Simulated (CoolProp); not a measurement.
Nitrous oxide along the isobar 77.5 bar: density (kg/m³) from the reference equation and from simpler models built on Tc = 36.4 °C, pc = 72.45 bar, ω = 0.161; each cubic takes its own stable root.

Model: reference Helmholtz-energy equation of state, Lemmon 2006, in CoolProp. It is a short technical equation, of lower accuracy than the large ones.

```json
[
 {"T (°C)": "10.95", "phase": "liquid", "reference": "883.2", "van der Waals": "576.1", "Redlich-Kwong": "761.6", "Soave-Redlich-Kwong": "780.1", "Peng-Robinson": "878.7"},
 {"T (°C)": "41.75", "phase": "supercritical", "reference": "316.2", "van der Waals": "331.1", "Redlich-Kwong": "310.3", "Soave-Redlich-Kwong": "297.1", "Peng-Robinson": "316.5"},
 {"T (°C)": "72.65", "phase": "supercritical", "reference": "171.0", "van der Waals": "173.7", "Redlich-Kwong": "172.6", "Soave-Redlich-Kwong": "167.8", "Peng-Robinson": "175.0"},
 {"T (°C)": "103.45", "phase": "supercritical", "reference": "137.6", "van der Waals": "141.3", "Redlich-Kwong": "139.4", "Soave-Redlich-Kwong": "135.4", "Peng-Robinson": "140.1"},
 {"T (°C)": "134.35", "phase": "supercritical", "reference": "118.4", "van der Waals": "122.1", "Redlich-Kwong": "120.0", "Soave-Redlich-Kwong": "116.6", "Peng-Robinson": "120.0"},
 {"T (°C)": "165.15", "phase": "supercritical", "reference": "105.2", "van der Waals": "108.6", "Redlich-Kwong": "106.7", "Soave-Redlich-Kwong": "103.6", "Peng-Robinson": "106.3"},
 {"T (°C)": "196.05", "phase": "supercritical", "reference": "95.25", "van der Waals": "98.32", "Redlich-Kwong": "96.60", "Soave-Redlich-Kwong": "93.85", "Peng-Robinson": "96.06"},
 {"T (°C)": "226.85", "phase": "supercritical", "reference": "87.40", "van der Waals": "90.16", "Redlich-Kwong": "88.62", "Soave-Redlich-Kwong": "86.15", "Peng-Robinson": "87.98"}
]
```
